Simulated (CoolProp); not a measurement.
C3F8 (R218) along the isobar 3.86 bar: fugacity coefficient from the reference equation and from simpler models built on Tc = 71.9 °C, pc = 26.40 bar, ω = 0.317; each cubic takes its own stable root.

The numbers come from the reference Helmholtz-energy equation of state, Lemmon 2006 in CoolProp. It is a short technical equation, of lower accuracy than the large ones.

```tsv
T (°C)	phase	reference	van der Waals	Redlich-Kwong	Soave-Redlich-Kwong	Peng-Robinson
-127.55	liquid	0.0001686	0.05651	0.001082	0.0001706	0.0002017
-116.15	liquid	0.0007509	(withheld)	0.003899	0.0007504	0.0008503
-104.75	liquid	0.002639	0.1614	0.01128	0.002621	0.002873
-93.35	liquid	0.007677	0.2461	0.02749	0.007615	0.008127
-81.95	liquid	(withheld)	(withheld)	0.05844	0.01904	0.01990
-70.55	liquid	0.04225	0.4928	0.1113	0.04206	0.04324
-59.25	liquid	0.08345	0.6559	0.1928	0.08338	0.08459
-47.85	liquid	0.1521	0.8481	0.3118	0.1525	0.1531
-36.45	liquid	0.2574	0.8955	(withheld)	0.2591	0.2581
-25.05	liquid	0.4091	0.9062	0.6824	0.4132	0.4092
-13.65	liquid	0.6159	0.9154	0.8903	0.6236	(withheld)
```

### Question
Some entries are withheld; supply them.

### Answer

- -116.15, van der Waals: 0.09934
- -81.95, reference: 0.01917
- -81.95, van der Waals: 0.3560
- -36.45, Redlich-Kwong: 0.4736
- -13.65, Peng-Robinson: 0.6148

At some of these states van der Waals, Redlich-Kwong gives the other phase, because its saturation line lies elsewhere.
